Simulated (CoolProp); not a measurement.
Aqueous methanol as a coolant, 28 % by mass, freezing at -23.4 °C, 1 atm.

Computed with CoolProp (Melinder's fits for secondary coolants).

```json
[
 {"T (°C)": "-8", "viscosity (mPa s)": "5.08", "Prandtl number": "46.6", "cp (kJ/(kg K))": "3.849", "conductivity (W/(m K))": "0.419"},
 {"T (°C)": "-2.1", "viscosity (mPa s)": "3.91", "Prandtl number": "35.9", "cp (kJ/(kg K))": "3.895", "conductivity (W/(m K))": "0.424"},
 {"T (°C)": "3.7", "viscosity (mPa s)": "3.09", "Prandtl number": "28.4", "cp (kJ/(kg K))": "3.934", "conductivity (W/(m K))": "0.429"},
 {"T (°C)": "9.5", "viscosity (mPa s)": "2.49", "Prandtl number": "22.8", "cp (kJ/(kg K))": "3.968", "conductivity (W/(m K))": "0.434"},
 {"T (°C)": "15.3", "viscosity (mPa s)": "2.05", "Prandtl number": "18.6", "cp (kJ/(kg K))": "3.996", "conductivity (W/(m K))": "0.438"},
 {"T (°C)": "21.1", "viscosity (mPa s)": "1.70", "Prandtl number": "15.4", "cp (kJ/(kg K))": "4.017", "conductivity (W/(m K))": "0.443"},
 {"T (°C)": "26.9", "viscosity (mPa s)": "1.44", "Prandtl number": "12.9", "cp (kJ/(kg K))": "4.031", "conductivity (W/(m K))": "0.448"},
 {"T (°C)": "32.7", "viscosity (mPa s)": "1.23", "Prandtl number": "11.0", "cp (kJ/(kg K))": "4.038", "conductivity (W/(m K))": "0.452"}
]
```
